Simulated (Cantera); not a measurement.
Mixture: 12.4 % CO, 10.8 % H₂, 13.5 % O₂, 63.3 % N₂, at 1000000 Pa, adiabatic and at constant pressure. Ignition delay is the time to a rise of 400 K.

Cantera simulation using GRI-Mech 3.0 (53 species, 325 reactions); the numbers are that mechanism's predictions, not measurements. The hydrogen kinetics of GRI-Mech 3.0 are dated; newer H2 mechanisms differ, most at raised pressure. Where the delays flatten at high temperature, the 400 K rule measures the pace of heat release, not the induction time.

Question: Predict: delay at 1250 K; delay at 1400 K; delay at 1550 K; delay at 1700 K.

Answer: 
| Quantity | Result |
|---|---|
| delay at 1250 K | 12.6 µs |
| delay at 1400 K | 3.56 µs |
| delay at 1550 K | 2.04 µs |
| delay at 1700 K | 1.50 µs |
